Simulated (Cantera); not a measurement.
# Ignition delay

Mixture: CH4 : O2 : N2 = 1 : 1.18 : 4.42 (molar parts), equivalence ratio 1.7, at 0.760 bar, adiabatic and at constant volume. Ignition delay is the time to a rise of 400 K.

Model: GRI-Mech 3.0 (53 species, 325 reactions), integrated in Cantera.

| T0 (K) | delay (ms) |
|---|---|
| 1300 | 18.1 |
| 1400 | 5.14 |
| 1500 | 1.67 |
| 1600 | 0.636 |
| 1700 | 0.280 |
| 1800 | 0.140 |
| 1900 | 0.0773 |
| 2000 | 0.0460 |
| 2100 | 0.0291 |
| 2200 | 0.0194 |

apparent activation energy between 2000 and 2200 K: 160 kJ/mol
